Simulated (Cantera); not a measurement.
Feed: 1 mol Si3N4, 0.041 mol H2, at 6500 Pa.

Equilibrium computed with Cantera from the NASA thermochemical tables; the gas is ideal and each condensed phase is pure. Candidate condensed phases: Si, Si3N4; 18 gas species. Gases not in the tables: Si2H6 and higher silanes. Rates play no part.

What share of the Si ends up in condensed phases as a function of T (K), at 2050, 2125, 2200, 2275, 2350, 2425, 2500, 2575?


```
T (K)  Si condensed (%)     as
-----  ----------------  -----
2050               99.9  Si(l)
2125               99.8  Si(l)
2200               99.5  Si(l)
2275               99.1  Si(l)
2350               98.2  Si(l)
2425               96.6  Si(l)
2500               93.8  Si(l)
2575               88.7  Si(l)
```
